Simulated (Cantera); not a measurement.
A freely propagating, adiabatic, planar premixed flame of H₂ : O₂ : N₂ = 1 : 0.312 : 0.938 (molar parts), unburnt at 675 K and 780000 Pa; mixture-averaged transport, grid criteria slope 0.08 and curve 0.16, no radiation.

Detailed kinetics in Cantera: the H2/O2 subset of GRI-Mech 3.0, which has no nitrogen chemistry. The hydrogen kinetics of GRI-Mech 3.0 are dated; newer H2 mechanisms differ, most at raised pressure. Burning velocities carry a grid error of a few per cent, more on coarse grids.

Task: How do the results move with these cheaper or finer settings: unity-Lewis-number transport; multicomponent transport; multicomponent+Soret transport; grid criteria slope 0.5, curve 1; grid criteria slope 0.25, curve 0.5; grid criteria slope 0.03, curve 0.06?

Result: 
| setting | laminar burning velocity | thermal thickness | peak x(H) | peak x(HO₂) | grid points |
|---|---|---|---|---|---|
| as above | 1360 cm/s | 0.0326 mm | 0.0662 | 0.00120 | 109 |
| unity-Lewis-number transport | 877 cm/s | 0.0294 mm | 0.0687 | 0.000906 | 107 |
| multicomponent transport | 1330 cm/s | 0.0328 mm | 0.0661 | 0.00119 | 109 |
| multicomponent+Soret transport | 1280 cm/s | 0.0320 mm | 0.0649 | 0.00121 | 109 |
| grid criteria slope 0.5, curve 1 | 1530 cm/s | 0.0440 mm | 0.0685 | 0.00115 | 37 |
| grid criteria slope 0.25, curve 0.5 | 1410 cm/s | 0.0363 mm | 0.0668 | 0.00116 | 49 |
| grid criteria slope 0.03, curve 0.06 | 1340 cm/s | 0.0316 mm | 0.0659 | 0.00121 | 253 |
Unity Lewis numbers drop preferential diffusion, which matters most where H2 and H carry the flame; Soret adds thermal diffusion.
